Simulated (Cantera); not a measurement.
A perfectly stirred reactor is fed with CH₄ : H₂ = 1 : 5.4 (molar parts), at 0.987 atm; it is held at 1475 K, and followed from long to short residence time.

Model: GRI-Mech 3.0 (53 species, 325 reactions), integrated in Cantera. GRI-Mech 3.0 stops at C3 and has no aromatics, soot or wall deposition, so with more carbon than oxygen in the feed, carbon stays in small species such as C2H2 where larger ones or solid carbon would form.

Task: What does this change do: CH4 1 to 0.11 parts?

Result: 
| quantity | before | after |
|---|---|---|
| x(CH₄) at τ = 0.390 s | 0.144 | 0.0197 |
| x(H₂) at τ = 0.390 s | 0.851 | 0.980 |
| x(C₂H₂) at τ = 0.390 s | 0.00406 | 8.15e-5 |
| x(CH₃) at τ = 0.390 s | 3.51e-5 | 5.12e-6 |
| x(C₂H₄) at τ = 0.390 s | 0.00150 | 3.36e-5 |
| x(CH₄) at τ = 8.30 ms | 0.156 | 0.0200 |
| x(H₂) at τ = 8.30 ms | 0.844 | 0.980 |
| x(C₂H₂) at τ = 8.30 ms | 3.09e-5 | 6.02e-7 |
| x(CH₃) at τ = 8.30 ms | 3.49e-5 | 4.69e-6 |
| x(C₂H₄) at τ = 8.30 ms | 0.000102 | 1.92e-6 |

Task: What does this change do: H2 5.4 to 0.57 parts?

Result: 
```
quantity                  before     after
----------------------  --------  --------
x(CH₄) at τ = 0.390 s      0.144     0.472
x(H₂) at τ = 0.390 s       0.851     0.476
x(C₂H₂) at τ = 0.390 s   0.00406    0.0421
x(CH₃) at τ = 0.390 s    3.51e-5  0.000108
x(C₂H₄) at τ = 0.390 s   0.00150    0.0102
x(CH₄) at τ = 8.30 ms      0.156     0.632
x(H₂) at τ = 8.30 ms       0.844     0.366
x(C₂H₂) at τ = 8.30 ms   3.09e-5  0.000294
x(CH₃) at τ = 8.30 ms    3.49e-5  0.000128
x(C₂H₄) at τ = 8.30 ms  0.000102   0.00109
```

Task: What does this change do: H2 5.4 to 17 parts?

Result: 
```
quantity                  before     after
----------------------  --------  --------
x(CH₄) at τ = 0.390 s      0.144    0.0538
x(H₂) at τ = 0.390 s       0.851     0.945
x(C₂H₂) at τ = 0.390 s   0.00406  0.000594
x(CH₃) at τ = 0.390 s    3.51e-5   1.37e-5
x(C₂H₄) at τ = 0.390 s   0.00150  0.000238
x(CH₄) at τ = 8.30 ms      0.156    0.0555
x(H₂) at τ = 8.30 ms       0.844     0.944
x(C₂H₂) at τ = 8.30 ms   3.09e-5   4.76e-6
x(CH₃) at τ = 8.30 ms    3.49e-5   1.32e-5
x(C₂H₄) at τ = 8.30 ms  0.000102   1.51e-5
```
